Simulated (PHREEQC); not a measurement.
0.014 g of hydrous ferric oxide (600 m²/g; 0.2 weak and 0.005 strong sites per Fe, Dzombak-Morel constants, diffuse double layer) in 1 kg of water with 0.1 mol/kgw of an inert sodium salt and 0.0058 mmol/kgw NiCl2, at 25 °C; the pH is set by adding NaOH or the inert anion's acid. Oxygen is held at 0.21 atm. No CO2 enters from the air. No solid was allowed to form.

Base run: PHREEQC, ion-association model, wateq4f.dat. Each further column changes one thing. The table gives surface charge σ (C/m²).

```
pH       base  background salt from 0.1 to 0.01 mol/kgw  oxide from 0.014 to 0.07 g/kgw  3.7e-06 mol/kgw CaCl2 added
-----  ------  ----------------------------------------  ------------------------------  ---------------------------
4       0.321                                     0.216                           0.321                        0.321
5.33    0.177                                     0.088                           0.177                        0.177
6.67    0.064                                         ?                           0.064                        0.064
8       0.012                                     0.005                           0.006                        0.012
9.33   -0.031                                    -0.012                          -0.047                       -0.030
10.67  -0.111                                    -0.052                          -0.146                       -0.087
12     -0.248                                         ?                               ?                       -0.203
```

Task: Fill in the missing entries.

Result: 
- 6.67, background salt from 0.1 to 0.01 mol/kgw: 0.026
- 12, background salt from 0.1 to 0.01 mol/kgw: -0.172
- 12, oxide from 0.014 to 0.07 g/kgw: -0.289

In at least one series the solution becomes supersaturated in solids that the run did not let form, among them Ni(OH)2.
